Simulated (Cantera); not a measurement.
An isothermal, constant-pressure homogeneous reactor starts with H2 : O2 = 0.027 : 1 (molar parts), equivalence ratio 0.013, at 925 K and 1.43 Torr. Integrator tolerance rtol = 1e-08.

Computed with Cantera and GRI-Mech 3.0 (53 species, 325 reactions). Radical loss at walls, strong at low pressure, is not modelled. Below about 950 K walls govern HO2 and H2O2 in real vessels.

Q: What does this change do: temperature 925 to 1425 K?

A: 
| quantity | before | after |
|---|---|---|
| x(H2) at 20.0 s | 8.36e-7 (gas-phase equilibrium 4.87e-12) | 5.29e-5 (gas-phase equilibrium 4.10e-7) |
| x(O2) at 20.0 s | 0.973 (gas-phase equilibrium 0.973) | 0.968 (gas-phase equilibrium 0.973) |
| x(O) at 20.0 s | 4.54e-5 (gas-phase equilibrium 3.05e-10) | 0.00421 (gas-phase equilibrium 3.16e-5) |
| x(OH) at 20.0 s | 3.30e-5 (gas-phase equilibrium 8.58e-8) | 0.00162 (gas-phase equilibrium 0.000143) |
| x(H2O) at 20.0 s | 0.0266 (gas-phase equilibrium 0.0266) | 0.0256 (gas-phase equilibrium 0.0266) |
